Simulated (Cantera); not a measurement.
Input (Python, Cantera) and output of one run.

```python
import numpy as np
import cantera as ct

gas_names = """
    C CH CH2 CH3 CH2OH CH3O CH4 CH3OH CO CO2 COOH C2 C2H CHCO,ketyl C2H2,acetylene C2H2,vinylidene
    CH2CO,ketene C2H3,vinyl CH3CO,acetyl C2H4 C2H4O,ethylen CH3CHO,ethanal CH3COOH (HCOOH)2 C2H5 C2H6
    CH3OCH3 C2H5OH C2O C3 C3H3,propargyl C3H4,allene C3H4,propyne C3H4,cyclo- C3H5,allyl C3H6,propylene
    C3H6,cyclo- C3H6O C3H7,n-propyl C3H7,i-propyl C3H8 C3H8O,1propanol C3H8O,2propanol C3O2 C4 C4H2
    C4H4,1,3-cyclo- C4H6,butadiene C4H6,2-butyne C4H6,cyclo- C4H8,1-butene C4H8,cis2-buten
    C4H8,tr2-butene C4H8,isobutene C4H8,cyclo- (CH3COOH)2 C4H9,n-butyl C4H9,i-butyl C4H9,s-butyl
    C4H9,t-butyl C4H10,isobutane C4H10,n-butane C5 C5H6,1,3cyclo- C5H8,cyclo- C5H10,1-pentene
    C5H10,cyclo- C5H11,pentyl C5H11,t-pentyl C5H12,n-pentane C5H12,i-pentane CH3C(CH3)2CH3 C6H2
    C6H5,phenyl C6H5O,phenoxy C6H6 C6H5OH,phenol C6H10,cyclo- C6H12,1-hexene C6H12,cyclo- C6H13,n-hexyl
    C7H7,benzyl C7H8 C7H8O,cresol C7H14,1-heptene C7H15,n-heptyl C7H16,n-heptane C8H8,styrene
    C8H10,ethylbenz C8H16,1-octene C8H17,n-octyl C8H18,isooctane C8H18,n-octane C9H19,n-nonyl
    C10H8,naphthale C10H21,n-decyl C12H9,o-bipheny C12H10,bipheny Fe FeC5O5 FeO Fe(OH)2 H HCO HO2 H2
    HCHO,formaldehy HCOOH H2O H2O2 O OH O2 O3
""".split()
cond_names = """
    C(gr) C6H6(L) C7H8(L) C8H18(L),n-octa Fe(a) Fe(c) Fe(d) Fe(L) FeC5O5(L) FeO(s) FeO(L) Fe(OH)2(s)
    Fe(OH)3(s) Fe2O3(s) Fe3O4(s) H2O(s) H2O(L)
""".split()


def load(file, names, dense=False):
    # The tables refer to 1 bar. Condensed volumes are neglected.
    table = {s.name: s for s in ct.Species.list_from_file(file)}
    out = []
    for n in names:
        d = dict(table[n].input_data)
        d["thermo"] = dict(d["thermo"], **{"reference-pressure": 1e5})
        if dense:
            d["equation-of-state"] = {"model": "constant-volume", "density": "1e6 g/cm^3"}
        out.append(ct.Species.from_dict(d))
    return out


gas = ct.Solution(thermo="ideal-gas", species=load("nasa_gas.yaml", gas_names))
cond = {s.name: ct.Solution(thermo="fixed-stoichiometry", species=[s], name=s.name)
        for s in load("nasa_condensed.yaml", cond_names, dense=True)}
atoms = {
    'Fe3O4': {'Fe': 3, 'O': 4},
    'CH4': {'C': 1, 'H': 4},
    'CO': {'C': 1, 'O': 1},
}
top_T = {'C(gr)': 4500, 'Fe2O3(s)': 1830, 'Fe3O4(s)': 1870}  # K; cautious upper limits of use, not melting points


def equilibrate(T, P, feed):
    n = {}
    for name, mol in feed.items():
        for a, k in atoms[name].items():
            n[a] = n.get(a, 0.0) + k * mol
    gas.TPX = T, P, n
    mass = sum(n.values()) * gas.mean_molecular_weight
    gas.equilibrate("TP")
    valid = [c for c in cond.values() if c.min_temp <= T <= top_T.get(c.name, c.max_temp)]
    mix = ct.Mixture([(gas, mass / gas.mean_molecular_weight)] + [(c, 0.0) for c in valid])
    mix.T, mix.P = T, P
    mix.equilibrate("TP", solver="vcs", rtol=1e-11, max_steps=5000)
    return mix


results = []
feed = {'Fe3O4': 1, 'CH4': 1.9, 'CO': 1.2}  # mol
P = 160  # Pa
for T in [1573, 1623, 1673, 1723, 1773, 1823, 1873, 1923, 1973, 2023, 2073, 2123]:
    mix = equilibrate(T, P, feed)
    results.append((T, P, feed, dict(zip(mix.species_names, mix.species_moles))))

top = {s: max(r[3][s] / sum(r[3][g] for g in gas_names) for r in results) for s in gas_names}
cols = sorted((s for s in top if top[s] > 1e-06), key=lambda s: -top[s])[:7]
seen = [c for c in cond_names if any(r[3].get(c, 0) > 1e-12 for r in results)]
print("log10 of partial pressures in bar; condensed amounts in mol")
print(f"{'T/K':>10s}" + "".join(f"{s[:9]:>10s}" for s in cols + seen))
for T, P, feed, n in results:
    ng = sum(n[g] for g in gas_names)
    print(f"{T:10.4g}" + "".join(f"{np.log10(max(n[s] / ng * P / 1e5, 1e-99)):10.3f}" for s in cols)
          + "".join(f"{n.get(c, 0):10.4g}" for c in seen))
```

It prints:

```
log10 of partial pressures in bar; condensed amounts in mol
       T/K        CO        H2        Fe       H2O       CO2         H       FeO     Fe(c)     Fe(d)     Fe(L)    FeO(s)    FeO(L)
      1573    -3.206    -3.216    -6.182    -3.565    -4.017    -5.999    -8.800     2.487         0         0      0.51         0
      1623    -3.205    -3.222    -5.777    -3.554    -4.028    -5.772    -8.295     2.506         0         0     0.487         0
      1673    -3.203    -3.225    -5.397    -3.551    -4.048    -5.556    -7.832         0     2.488         0         0    0.4941
      1723    -3.201    -3.225    -5.040    -3.557    -4.078    -5.352    -7.408         0     2.429         0         0    0.5315
      1773    -3.200    -3.227    -4.704    -3.565    -4.108    -5.160    -7.010         0     2.346         0         0    0.5668
      1823    -3.204    -3.233    -4.390    -3.575    -4.138    -4.980    -6.635         0         0     2.226         0    0.5922
      1873    -3.214    -3.248    -4.102    -3.585    -4.165    -4.814    -6.281         0         0      2.04         0    0.5968
      1923    -3.234    -3.273    -3.830    -3.606    -4.201    -4.662    -5.947         0         0     1.684         0    0.6006
      1973    -3.272    -3.317    -3.572    -3.647    -4.254    -4.528    -5.631         0         0    0.9772         0    0.6021
      2023    -3.331    -3.395    -3.378    -3.671    -4.277    -4.419    -5.331         0         0         0         0    0.4692
      2073    -3.372    -3.487    -3.330    -3.598    -4.168    -4.324    -5.068         0         0         0         0         0
      2123    -3.373    -3.499    -3.333    -3.605    -4.180    -4.195    -5.019         0         0         0         0         0
```

Method: chemical equilibrium by Gibbs-energy minimisation in Cantera with the NASA 1993 tables (ideal gas, pure condensed phases). Each liquid is taken as pure. Mutual solubility and eutectic melting of coexisting phases are not modelled. The tables' stoichiometric FeO is somewhat more stable than real wüstite, so its field is too wide. FeO: taken at fixed stoichiometry.
